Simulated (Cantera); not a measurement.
Input (Python, Cantera):

```python
import numpy as np
import cantera as ct

gas = ct.Solution("gri30.yaml")
gas.TPX = 1125, 10000, {'N2O': 1}
reactor = ct.IdealGasConstPressureReactor(gas, energy="off", clone=False)
net = ct.ReactorNet([reactor])
net.rtol, net.atol = 1e-08, 1e-18
show = ['N2O', 'NO2', 'O', 'NO', 'N2', 'O2']
times = np.geomspace(6e-05, 4, 10)

steps = ct.SolutionArray(gas, extra=["t"])
rows = []
print(f"{'t/s':>10s}{'T/K':>9s}{'P/Pa':>11s}" + "".join(f"{s:>11s}" for s in show))
for t in times:
    while net.time < t:
        t_next = net.step()
        steps.append(gas.state, t=t_next)
    rows.append([np.interp(t, steps.t, y) for y in (steps.T, steps.P, *steps(*show).X.T)])
    print(f"{t:10.3e}{rows[-1][0]:9.1f}{rows[-1][1]:11.4g}" + "".join(f"{x:11.3e}" for x in rows[-1][2:]))
rate = np.gradient(steps.T, steps.t)
print("integrator steps:", len(steps.t))
if steps.T.max() > steps.T[0] + 200:
    print(f"time of steepest temperature rise: {steps.t[rate.argmax()]:.4e} s")
gas.TPX = 1125, 10000, {'N2O': 1}
gas.equilibrate("TP")
print(f"equilibrium (TP): T = {gas.T:.1f} K  " + "  ".join(f"{s} {gas[s].X[0]:.3e}" for s in show))
```

It prints:

```
       t/s      T/K       P/Pa        N2O        NO2          O         NO         N2         O2
 6.000e-05   1125.0      1e+04  1.000e+00  5.406e-16  2.807e-07  1.876e-08  5.161e-07  1.130e-07
 2.061e-04   1125.0      1e+04  1.000e+00  2.912e-14  4.851e-07  1.379e-07  2.216e-06  8.309e-07
 7.082e-04   1125.0      1e+04  1.000e+00  6.451e-13  5.217e-07  6.493e-07  8.670e-06  3.912e-06
 2.433e-03   1125.0      1e+04  1.000e+00  8.992e-12  5.218e-07  2.425e-06  3.096e-05  1.461e-05
 8.358e-03   1125.0      1e+04  9.998e-01  1.106e-10  5.218e-07  8.526e-06  1.075e-04  5.137e-05
 2.871e-02   1125.0      1e+04  9.994e-01  1.301e-09  5.218e-07  2.948e-05  3.704e-04  1.776e-04
 9.865e-02   1125.0      1e+04  9.980e-01  1.457e-08  5.218e-07  1.014e-04  1.273e-03  6.107e-04
 3.389e-01   1125.0      1e+04  9.932e-01  1.437e-07  5.217e-07  3.472e-04  4.359e-03  2.092e-03
 1.164e+00   1125.0      1e+04  9.769e-01  1.025e-06  5.213e-07  1.179e-03  1.481e-02  7.109e-03
 4.000e+00   1125.0      1e+04  9.236e-01  4.587e-06  5.198e-07  3.897e-03  4.900e-02  2.352e-02
integrator steps: 650
equilibrium (TP): T = 1125.0 K  N2O 2.652e-09  NO2 1.220e-06  O 8.481e-09  NO 1.237e-04  N2 6.666e-01  O2 3.333e-01
```

Computed with Cantera and GRI-Mech 3.0 (53 species, 325 reactions). GRI-Mech 3.0 was tuned for natural gas; its chemistry of N2O as a main component is partial and can be far from experiment. The mechanism lacks the step 2 NO + O2 → 2 NO2, which can matter for NO2 below about 1400 K. The temperature is held fixed by assumption; the heat of reaction is taken as removed at once.
